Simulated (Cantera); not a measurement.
## Gas-phase reforming

An isothermal, constant-pressure homogeneous reactor starts with CH4 : CO2 : H2 = 1 : 2.6 : 0.067 (molar parts), at 1798 K and 660 Torr.

Detailed kinetics in Cantera: GRI-Mech 3.0 (53 species, 325 reactions).

```csv
t (s),x CH4,x CO2,x H2,x OH,x CH2,x H2O
2.00e-5,0.272,0.709,0.0186,1.87e-7,7.27e-8,2.99e-5
5.49e-5,0.270,0.708,0.0196,3.87e-7,3.43e-7,0.000147
0.000151,0.262,0.705,0.0252,8.83e-7,9.81e-7,0.000852
0.000413,0.229,0.686,0.0534,1.99e-6,1.40e-6,0.00513
0.00113,0.167,0.628,0.109,3.60e-6,1.03e-6,0.0242
0.00311,0.0958,0.518,0.137,6.81e-6,8.69e-7,0.0846
0.00854,0.0343,0.356,0.103,1.45e-5,9.80e-7,0.194
0.0234,0.0109,0.244,0.0957,2.11e-5,8.77e-7,0.236
0.0643,0.00830,0.182,0.133,1.52e-5,3.92e-7,0.210
0.176,0.00490,0.138,0.172,1.10e-5,1.30e-7,0.183
0.484,0.00112,0.118,0.194,9.24e-6,1.89e-8,0.169
1.33,2.21e-6,0.115,0.198,9.31e-6,3.32e-11,0.167
3.64,3.71e-9,0.115,0.198,9.32e-6,<1e-12,0.167
10.0,3.71e-9,0.115,0.198,9.32e-6,<1e-12,0.167
```
x: mole fraction; the columns are a selection and need not sum to one.

Equilibrium at this temperature and pressure: CH4 4.07e-9, CO2 0.115, H2 0.198, OH 9.32e-6, CH2 <1e-12, H2O 0.167 (gas phase only).
